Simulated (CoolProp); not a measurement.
Vapour-liquid equilibrium of propane (1) + n-butane (2) at 425 kPa; x and y are mole fractions of (1).

Model: multi-fluid Helmholtz-energy mixture model, Lemmon 2009 and Bücker 2006; pair parameters Kunz 2012, in CoolProp.

```tsv
x	bubble temperature (K)	y at the bubble point	dew temperature at overall composition x (K)	liquid density (mol/L)
0.05	313.4	0.136	316.0	9.601
0.125	308.0	0.306	313.8	9.812
0.2	302.9	0.445	311.5	10.02
0.275	298.4	0.556	309.0	10.22
0.35	294.2	0.647	306.4	10.42
0.425	290.4	0.721	303.7	10.62
0.5	286.9	0.782	300.7	10.81
0.575	283.7	0.832	297.5	11.00
0.65	280.7	0.874	294.0	11.20
0.725	278.0	0.909	290.2	11.39
0.8	275.5	0.939	285.8	11.58
0.875	273.2	0.965	280.7	11.77
0.95	271.0	0.987	274.5	11.97
```

No azeotrope shows between x = 0.05 and 0.95.

Pair parameters are fitted to limited data, so mixtures are less certain than the pure fluids.
